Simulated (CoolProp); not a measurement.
Values from CoolProp's reference Helmholtz-energy equation of state, Lemmon 2006. It is a short technical equation, of lower accuracy than the large ones.

### Question
Give the vapour pressure (MPa), liquid density (kg/m³), vapour density (kg/m³), liquid cp (kJ/(kg K)) of saturated neopentane at 268.4, 279.6 K.

### Answer
```json
[
 {"T (K)": "268.4", "p (MPa)": "0.0587", "liquid density (kg/m³)": "616", "vapour density (kg/m³)": "1.96", "liquid cp (kJ/(kg K))": "2.14"},
 {"T (K)": "279.6", "p (MPa)": "0.0906", "liquid density (kg/m³)": "604", "vapour density (kg/m³)": "2.93", "liquid cp (kJ/(kg K))": "2.20"}
]
```
